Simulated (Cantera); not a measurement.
A perfectly stirred reactor is fed with C2H6 : N2 = 1 : 3.4 (molar parts), at 1.00 bar; it is held at 1123 K, and followed from long to short residence time.

Detailed kinetics in Cantera: GRI-Mech 3.0 (53 species, 325 reactions). GRI-Mech 3.0 stops at C3 and has no aromatics, soot or wall deposition, so with more carbon than oxygen in the feed, carbon stays in small species such as C2H2 where larger ones or solid carbon would form.

Q: Predict: x(C2H6) at τ = 4.00 s; x(H2) at τ = 4.00 s; x(CH3) at τ = 4.00 s; x(CH4) at τ = 4.00 s; x(C2H6) at τ = 0.130 s; x(H2) at τ = 0.130 s; x(CH3) at τ = 0.130 s; x(CH4) at τ = 0.130 s.

A: 
| Quantity | Value |
|---|---|
| x(C2H6) at τ = 4.00 s | 0.0150 |
| x(H2) at τ = 4.00 s | 0.144 |
| x(CH3) at τ = 4.00 s | 1.82e-6 |
| x(CH4) at τ = 4.00 s | 0.0462 |
| x(C2H6) at τ = 0.130 s | 0.0865 |
| x(H2) at τ = 0.130 s | 0.107 |
| x(CH3) at τ = 0.130 s | 2.68e-6 |
| x(CH4) at τ = 0.130 s | 0.0112 |
